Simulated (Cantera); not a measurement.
Stirred combustor or abatement burner

A perfectly stirred reactor is fed with 27.2 % H2, 14.2 % O2, 53.2 % N2, 5.43 % H2O, at 760 Torr; it is adiabatic with a 450 K inlet, and is followed from long to short residence time, starting on the burning branch (τ in s: 0.068, 0.02, 0.0061, 0.0018, 0.00054, 0.00016, 4.7e-05, 1.4e-05, 4.2e-06).

Cantera simulation using the H2/O2 subset of GRI-Mech 3.0, which has no nitrogen chemistry; the numbers are that mechanism's predictions, not measurements.

```csv
τ (s),T (K),x H2,x O2,x H2O,x O,x OH,x H2O2,x HO2
0.068,2331,0.0105,0.00984,0.359,0.000682,0.00778,1.78e-7,1.83e-6
0.020,2313,0.0123,0.0106,0.356,0.000848,0.00852,1.90e-7,2.11e-6
0.0061,2270,0.0163,0.0123,0.349,0.00130,0.0101,2.23e-7,2.87e-6
0.0018,2183,0.0234,0.0154,0.337,0.00238,0.0124,3.03e-7,4.85e-6
0.00054,2047,0.0322,0.0200,0.319,0.00434,0.0144,4.82e-7,9.03e-6
0.00016,1859,0.0412,0.0260,0.299,0.00712,0.0144,9.82e-7,1.66e-5
4.7e-5,1627,0.0510,0.0345,0.275,0.00950,0.0116,2.64e-6,3.01e-5
1.4e-5,1301,0.102,0.0632,0.218,0.00643,0.00508,6.40e-6,7.78e-5
4.2e-6,450,0.272,0.142,0.0543,<1e-12,<1e-12,<1e-12,<1e-12
```
x: mole fraction; the columns are a selection and need not sum to one.
